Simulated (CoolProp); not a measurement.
The numbers come from the reference Helmholtz-energy equation of state, Gao 2020 in CoolProp.

Question: Give the vapour pressure (MPa), vapour density (kg/m³), surface tension (mN/m) of saturated ammonia at 28.75 °C.

Answer: 
```
T (°C)  p (MPa)  vapour density (kg/m³)  surface tension (mN/m)
------  -------  ----------------------  ----------------------
28.75      1.12                    8.72                    19.6
```

Surface tension comes from a separate correlation (Mulero 2012).
